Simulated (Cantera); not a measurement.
An isothermal, constant-pressure homogeneous reactor starts with 0.507 % H2, 99.5 % O2, equivalence ratio 0.0026, at 1298 K and 10.00 Torr.

Model: the H2/O2 subset of GRI-Mech 3.0, which has no nitrogen chemistry, integrated in Cantera. Radical loss at walls, strong at low pressure, is not modelled.

x: mole fraction; the columns are a selection and need not sum to one.

```tsv
t (s)	x H2	x O2	x HO2	x H	x OH	x H2O
2.00e-5	0.00507	0.995	5.14e-10	3.68e-10	1.47e-10	1.86e-12
0.000102	0.00507	0.995	2.62e-9	7.80e-10	1.92e-9	1.43e-10
0.000518	0.00507	0.995	1.33e-8	1.70e-9	1.58e-8	6.37e-9
0.00264	0.00507	0.995	6.83e-8	3.39e-8	4.96e-7	6.03e-7
0.0134	0.000145	0.990	4.38e-7	0.000134	0.000803	0.00446
0.0683	?	0.990	?	?	?	0.00477
0.347	?	0.992	?	?	?	0.00484
1.77	1.67e-6	0.994	1.10e-7	5.40e-6	0.000212	0.00497
9.00	1.49e-7	0.995	2.19e-8	1.43e-7	6.35e-5	0.00505
```

Problem. Complete the blanks.

Solution. 
- 0.0683, x H2: 9.95e-6
- 0.0683, x HO2: 3.02e-7
- 0.0683, x H: 8.18e-5
- 0.0683, x OH: 0.000515
- 0.347, x H2: 6.52e-6
- 0.347, x HO2: 2.42e-7
- 0.347, x H: 4.28e-5
- 0.347, x OH: 0.000417
